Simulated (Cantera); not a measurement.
## Hydrocarbon pyrolysis for carbon deposition

An isothermal, constant-pressure homogeneous reactor starts with 3.33 % CH4, 96.7 % N2, at 1475 K and 1.01 bar.

Computed with Cantera and GRI-Mech 3.0 (53 species, 325 reactions). GRI-Mech 3.0 stops at C3 and has no aromatics, soot or wall deposition, so with more carbon than oxygen in the feed, carbon stays in small species such as C2H2 where larger ones or solid carbon would form.

```json
[
 {"t (s)": "0.000100", "x CH4": "0.0333", "x HCN": "<1e-12", "x H": "9.06e-9", "x CH3": "1.10e-6", "x C2H": "<1e-12", "x CH2": "1.78e-12"},
 {"t (s)": "0.000280", "x CH4": "0.0333", "x HCN": "<1e-12", "x H": "9.15e-9", "x CH3": "3.06e-6", "x C2H": "<1e-12", "x CH2": "1.22e-11"},
 {"t (s)": "0.000786", "x CH4": "0.0333", "x HCN": "<1e-12", "x H": "9.76e-9", "x CH3": "8.06e-6", "x C2H": "<1e-12", "x CH2": "7.97e-11"},
 {"t (s)": "0.00220", "x CH4": "0.0333", "x HCN": "<1e-12", "x H": "1.23e-8", "x CH3": "1.66e-5", "x C2H": "<1e-12", "x CH2": "3.30e-10"},
 {"t (s)": "0.00618", "x CH4": "0.0333", "x HCN": "<1e-12", "x H": "1.87e-8", "x CH3": "2.64e-5", "x C2H": "<1e-12", "x CH2": "8.18e-10"},
 {"t (s)": "0.0173", "x CH4": "0.0330", "x HCN": "3.09e-12", "x H": "4.25e-8", "x CH3": "4.12e-5", "x C2H": "1.42e-12", "x CH2": "1.97e-9"},
 {"t (s)": "0.0486", "x CH4": "0.0322", "x HCN": "3.30e-11", "x H": "1.41e-7", "x CH3": "5.46e-5", "x C2H": "2.09e-11", "x CH2": "3.49e-9"},
 {"t (s)": "0.136", "x CH4": "0.0298", "x HCN": "2.71e-10", "x H": "3.80e-7", "x CH3": "4.70e-5", "x C2H": "1.42e-10", "x CH2": "2.83e-9"},
 {"t (s)": "0.382", "x CH4": "0.0256", "x HCN": "1.14e-9", "x H": "7.36e-7", "x CH3": "3.38e-5", "x C2H": "3.68e-10", "x CH2": "1.73e-9"},
 {"t (s)": "1.07", "x CH4": "0.0190", "x HCN": "3.55e-9", "x H": "1.22e-6", "x CH3": "2.24e-5", "x C2H": "6.42e-10", "x CH2": "1.03e-9"},
 {"t (s)": "3.00", "x CH4": "0.0111", "x HCN": "8.82e-9", "x H": "1.81e-6", "x CH3": "1.25e-5", "x C2H": "9.62e-10", "x CH2": "5.59e-10"}
]
```
x: mole fraction; the columns are a selection and need not sum to one.

Equilibrium at this temperature and pressure: CH4 0.000639, HCN 0.0255, H 2.82e-6, CH3 7.69e-7, C2H 2.89e-10, CH2 3.67e-11 (gas phase only).
